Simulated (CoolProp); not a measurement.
Properties of ammonia along the isobar 152 bar (Tc = 132.4 °C, pc = 113.6 bar, ω = 0.256).

The numbers come from the reference Helmholtz-energy equation of state, Gao 2020 in CoolProp.

| T (°C) | phase | cv (kJ/(kg K)) | speed of sound (m/s) | Joule-Thomson coefficient (K/MPa) | Prandtl number | fugacity coefficient |
|---|---|---|---|---|---|---|
| -10.85 | liquid | 2.866 | 1664 | -0.1726 | 1.50 | 0.02096 |
| 12.65 | liquid | 2.809 | 1514 | -0.1398 | 1.35 | 0.04796 |
| 36.15 | liquid | 2.767 | 1358 | -0.09180 | 1.26 | 0.09374 |
| 59.65 | liquid | 2.739 | 1194 | -0.01765 | 1.22 | 0.1620 |
| 83.15 | liquid | 2.726 | 1019 | 0.1062 | 1.23 | 0.2536 |
| 106.65 | liquid | 2.735 | 825.8 | 0.3458 | 1.32 | 0.3661 |
| 130.15 | liquid | 2.819 | 590.8 | 0.9901 | 1.68 | 0.4923 |
| 153.65 | supercritical | 3.167 | 355.6 | 4.444 | 3.32 | 0.6112 |
| 177.15 | supercritical | 2.676 | 414.5 | 5.284 | 1.57 | 0.6860 |
| 200.65 | supercritical | 2.473 | 454.7 | 4.977 | 1.26 | 0.7401 |
| 224.15 | supercritical | 2.384 | 485.0 | 4.545 | 1.13 | 0.7826 |
| 247.65 | supercritical | 2.342 | 510.0 | 4.115 | 1.05 | 0.8170 |
| 271.15 | supercritical | 2.326 | 531.7 | 3.717 | 0.991 | 0.8452 |

Viscosity comes from a separate model (Fenghour 1995). Thermal conductivity comes from a separate model (Tufeu 1984).
